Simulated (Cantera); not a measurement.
A closed system holds: 1 mol MgCO3, 0.11 mol H2O, 6.4 mol CO2, equilibrated at 6.15 Torr.

Cantera equilibrium calculation (NASA polynomials, part measured and part estimated; ideal gas, pure solids and liquids). Candidate condensed phases: C, C6H6, C7H8, C8H18, H2O, Mg, MgCO3, MgO, Mg(OH)2; 116 gas species. Equilibrium is a limit: real reactors are often held back by kinetics, nucleation or transport.

Problem. At 1548 K, list the 6 most abundant gas species with their mole fractions, and the condensed phases.

Solution. CO2 0.981, H2O 0.0146, CO 0.00283, O2 0.00141, OH 4.26e-5, H2 1.51e-5. Condensed: MgO(s).
